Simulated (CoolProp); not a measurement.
A single-stage vapour-compression cycle with CH2F2 (R32): evaporating at 209.15 K (dew point), condensing at 252.15 K (bubble point), superheat 10 K, subcooling 0 K, compressor efficiency 0.7, no pressure losses. Each further row changes one setting.

Model: reference Helmholtz-energy equation of state, Tillner-Roth 1997, in CoolProp.

```tsv
case	cooling COP	pressure ratio	discharge temperature (K)	refrigerating effect (kJ/kg)	volumetric capacity (kJ/m³)
as stated	2.72	7.55	369.5	334	504
evaporating temperature 214.15 K	[?]	5.69	353.2	[?]	[?]
condensing temperature 247.15 K	3.15	[?]	354.0	342	516
subcooling 5 K	[?]	7.55	369.5	342	516
superheat 20 K	2.66	7.55	[?]	342	491
compressor efficiency 0.6	[?]	7.55	[?]	334	504
```

Q: Complete the blanks.

A: 
- evaporating temperature 214.15 K, cooling COP: 3.24
- evaporating temperature 214.15 K, refrigerating effect (kJ/kg): 337
- evaporating temperature 214.15 K, volumetric capacity (kJ/m³): 663
- condensing temperature 247.15 K, pressure ratio: 6.22
- subcooling 5 K, cooling COP: 2.79
- superheat 20 K, discharge temperature (K): 383.4
- compressor efficiency 0.6, cooling COP: 2.33
- compressor efficiency 0.6, discharge temperature (K): 390.3
